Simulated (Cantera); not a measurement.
Charge: 1 mol SiCl4, 7.4 mol H2, at 100 Torr.

Method: chemical equilibrium by Gibbs-energy minimisation in Cantera with the NASA 1993 tables (ideal gas, pure condensed phases). Candidate condensed phases: Si; 19 gas species. Kinetics and transport are ignored.

Problem. Which condensed phases are stable at each of these points (T (K)): 573, 723, 873, 1023, 1173, 1323, 1473, 1623, 1773?

Solution. 
| T (K) | condensed phases | Si condensed (%) |
|---|---|---|
| 573 | gas only | 0.0 |
| 723 | gas only | 0.0 |
| 873 | gas only | 0.0 |
| 1023 | gas only | 0.0 |
| 1173 | Si(s) | 1.1 |
| 1323 | gas only | 0.0 |
| 1473 | gas only | 0.0 |
| 1623 | gas only | 0.0 |
| 1773 | gas only | 0.0 |

From 573 K to 1023 K nothing is condensed. At 1173 K the condensed part is Si(s). From 1323 K to 1773 K nothing is condensed.
